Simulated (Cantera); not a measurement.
An adiabatic, constant-volume homogeneous reactor starts with 3.20 % CH4, 0.119 % C2H6, 0.929 % C3H8, 20.1 % O2, 75.6 % N2, at 1525 K and 101000 Pa.

Cantera simulation using GRI-Mech 3.0 (53 species, 325 reactions); the numbers are that mechanism's predictions, not measurements. GRI-Mech 3.0 was tuned for natural gas; its chemistry of propane as a main component is partial and can be far from experiment.

Problem. Predict: time of steepest temperature rise; temperature at 0.200 s; equilibrium temperature.

Solution. 
```
Quantity                             Value
---------------------------------  -------
time of steepest temperature rise  85.0 µs
temperature at 0.200 s              2678 K
equilibrium temperature             2678 K
```
